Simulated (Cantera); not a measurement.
Input (Python, Cantera) and output of one run.

```python
import numpy as np
import cantera as ct

gas_names = """
    N NO NO2 NO3 N2 N2O O O2 O3 Si SiN SiO SiO2 Si2 Si2N Si3
""".split()
cond_names = """
    Si(cr) Si(L) SiO2(Lqz) SiO2(hqz) SiO2(L) Si2N2O(s) Si3N4(a)
""".split()


# ... load() reads the species with a 1 bar reference pressure and builds the phases ...
atoms = {
    'Si3N4': {'Si': 3, 'N': 4},
    'N2O': {'N': 2, 'O': 1},
    'N2': {'N': 2},
}
top_T = {'Si2N2O(s)': 2100, 'Si3N4(a)': 2400}  # K; cautious upper limits of use, not melting points


# ... equilibrate(T, P, feed) seeds the gas with the atoms and calls Mixture.equilibrate('TP', solver="vcs", rtol=1e-11, max_steps=5000) ...
results = []
feed = {'Si3N4': 1, 'N2O': 0.03, 'N2': 400}  # mol
P = 133.322  # Pa
for T in [1423, 1473, 1523, 1573, 1623, 1673, 1723, 1773]:
    mix = equilibrate(T, P, feed)
    results.append((T, P, feed, dict(zip(mix.species_names, mix.species_moles))))

top = {s: max(r[3][s] / sum(r[3][g] for g in gas_names) for r in results) for s in gas_names}
cols = sorted((s for s in top if top[s] > 0.0001), key=lambda s: -top[s])[:8]
seen = [c for c in cond_names if any(r[3].get(c, 0) > 1e-12 for r in results)]
print("log10 of partial pressures in bar; condensed amounts in mol")
print(f"{'T/K':>10s}" + "".join(f"{s[:9]:>10s}" for s in cols + seen))
for T, P, feed, n in results:
    ng = sum(n[g] for g in gas_names)
    print(f"{T:10.4g}" + "".join(f"{np.log10(max(n[s] / ng * P / 1e5, 1e-99)):10.3f}" for s in cols)
          + "".join(f"{n.get(c, 0):10.4g}" for c in seen))
```

Result:

```
log10 of partial pressures in bar; condensed amounts in mol
       T/K        N2        Si     Si(L) Si2N2O(s)  Si3N4(a)
      1423    -2.875   -10.245         0   0.02305    0.9823
      1473    -2.875    -9.384         0         0      0.99
      1523    -2.875    -8.581         0         0    0.9897
      1573    -2.875    -7.830         0         0    0.9884
      1623    -2.875    -7.125         0         0    0.9819
      1673    -2.875    -6.464         0         0     0.952
      1723    -2.875    -6.007     2.642         0         0
      1773    -2.876    -5.672     2.268         0         0
```

These are equilibrium values from Cantera (NASA tables, ideal gas, pure condensed phases), not measurements of a reactor. Mutual solubility and eutectic melting of coexisting phases are not modelled. The tables' values for SiN are old estimates; treat these amounts as uncertain.
